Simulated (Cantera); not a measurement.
# SiF₄ + C₃H₈ + H₂ (silicon carbide growth)

Charge: 1 mol SiF₄, a varied amount of C₃H₈, 530 mol H₂, equilibrated at 1123.15 K and 0.230 bar.

Cantera equilibrium calculation (NASA polynomials, part measured and part estimated; ideal gas, pure solids and liquids). Candidate condensed phases: C, C₆H₆, C₇H₈, C₈H₁₈, Si, SiC; 113 gas species. The numbers say what is thermodynamically allowed, not how fast it happens.

From 0.029 mol C₃H₈ to 0.46 mol C₃H₈ nothing is condensed. From 0.64 mol C₃H₈ to 0.91 mol C₃H₈ the condensed part is SiC(s). The main Si-bearing gas is SiF₄ throughout.

| n(C₃H₈) (mol) | x H₂ | x CH₄ | x SiF₄ | x HF | x SiHF₃ | x SiF₃ | x SiH₂F₂ | x C₂H₄ | n SiC(s) |
|---|---|---|---|---|---|---|---|---|---|
| 0.029 | 0.998 | 0.000164 | 0.00173 | 0.000160 | 0.000140 | 8.49e-6 | 5.70e-6 | 1.33e-10 | 0 |
| 0.041 | 0.998 | 0.000232 | 0.00173 | 0.000160 | 0.000140 | 8.49e-6 | 5.70e-6 | 2.65e-10 | 0 |
| 0.057 | 0.998 | 0.000322 | 0.00173 | 0.000160 | 0.000140 | 8.49e-6 | 5.70e-6 | 5.12e-10 | 0 |
| 0.081 | 0.997 | 0.000458 | 0.00173 | 0.000160 | 0.000140 | 8.49e-6 | 5.70e-6 | 1.03e-9 | 0 |
| 0.11 | 0.997 | 0.000621 | 0.00173 | 0.000160 | 0.000140 | 8.49e-6 | 5.70e-6 | 1.91e-9 | 0 |
| 0.16 | 0.997 | 0.000904 | 0.00173 | 0.000160 | 0.000140 | 8.49e-6 | 5.70e-6 | 4.04e-9 | 0 |
| 0.23 | 0.997 | 0.00130 | 0.00173 | 0.000160 | 0.000140 | 8.49e-6 | 5.69e-6 | 8.35e-9 | 0 |
| 0.32 | 0.996 | 0.00181 | 0.00173 | 0.000160 | 0.000140 | 8.49e-6 | 5.69e-6 | 1.62e-8 | 0 |
| 0.46 | 0.995 | 0.00260 | 0.00173 | 0.000160 | 0.000140 | 8.49e-6 | 5.69e-6 | 3.35e-8 | 0 |
| 0.64 | 0.994 | 0.00361 | 0.00173 | 0.000165 | 0.000135 | 8.21e-6 | 5.31e-6 | 6.48e-8 | 0.00147 |
| 0.91 | 0.993 | 0.00512 | 0.00173 | 0.000180 | 0.000124 | 7.53e-6 | 4.45e-6 | 1.31e-7 | 0.00532 |
x: gas mole fraction; n: condensed amount in mol.
